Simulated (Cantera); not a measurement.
Feed: 1 mol CaCl2, 240 mol N2, held at 72.0 Torr.

Cantera equilibrium calculation (NASA polynomials, part measured and part estimated; ideal gas, pure solids and liquids). Candidate condensed phases: Ca, CaCl2; 8 gas species. The numbers say what is thermodynamically allowed, not how fast it happens.

### Question
Which condensed phases are stable at each of these points (T (°C)): 675, 700, 725, 750, 775, 800, 825, 850, 875, 900, 925, 950?

### Answer
```json
[
 {"T (°C)": "675", "condensed phases": "CaCl2(s)", "Ca condensed (%)": "100.0"},
 {"T (°C)": "700", "condensed phases": "CaCl2(s)", "Ca condensed (%)": "100.0"},
 {"T (°C)": "725", "condensed phases": "CaCl2(s)", "Ca condensed (%)": "100.0"},
 {"T (°C)": "750", "condensed phases": "CaCl2(s)", "Ca condensed (%)": "100.0"},
 {"T (°C)": "775", "condensed phases": "CaCl2(l)", "Ca condensed (%)": "100.0"},
 {"T (°C)": "800", "condensed phases": "CaCl2(l)", "Ca condensed (%)": "99.9"},
 {"T (°C)": "825", "condensed phases": "CaCl2(l)", "Ca condensed (%)": "99.9"},
 {"T (°C)": "850", "condensed phases": "CaCl2(l)", "Ca condensed (%)": "99.7"},
 {"T (°C)": "875", "condensed phases": "CaCl2(l)", "Ca condensed (%)": "99.5"},
 {"T (°C)": "900", "condensed phases": "CaCl2(l)", "Ca condensed (%)": "99.1"},
 {"T (°C)": "925", "condensed phases": "CaCl2(l)", "Ca condensed (%)": "98.3"},
 {"T (°C)": "950", "condensed phases": "CaCl2(l)", "Ca condensed (%)": "97.1"}
]
```

From 675 °C to 750 °C the condensed part is CaCl2(s). From 775 °C to 950 °C the condensed part is CaCl2(l).
